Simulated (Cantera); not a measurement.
An isothermal, constant-pressure homogeneous reactor starts with 9.71 % CH₄, 90.3 % H₂, at 1800 K and 0.000230 bar.

Computed with Cantera and GRI-Mech 3.0 (53 species, 325 reactions). GRI-Mech 3.0 stops at C3 and has no aromatics, soot or wall deposition, so with more carbon than oxygen in the feed, carbon stays in small species such as C2H2 where larger ones or solid carbon would form. Radical loss at walls, strong at low pressure, is not modelled.

Task: Predict: x(CH₄) at 20.0 s; x(H₂) at 20.0 s; x(H) at 20.0 s; x(C₂H) at 20.0 s; x(CH₂) at 20.0 s; x(C₂H₆) at 20.0 s.

Result: 
```json
{
 "x(CH₄) at 20.0 s": "0.00649 (gas-phase equilibrium 2.50e-6)",
 "x(H₂) at 20.0 s": "0.948 (gas-phase equilibrium 0.933)",
 "x(H) at 20.0 s": "0.00406 (gas-phase equilibrium 0.0230)",
 "x(C₂H) at 20.0 s": "1.53e-6 (gas-phase equilibrium 9.41e-6)",
 "x(CH₂) at 20.0 s": "2.37e-6 (gas-phase equilibrium 3.44e-8)",
 "x(C₂H₆) at 20.0 s": "1.20e-7 (gas-phase equilibrium <1e-12)"
}
```
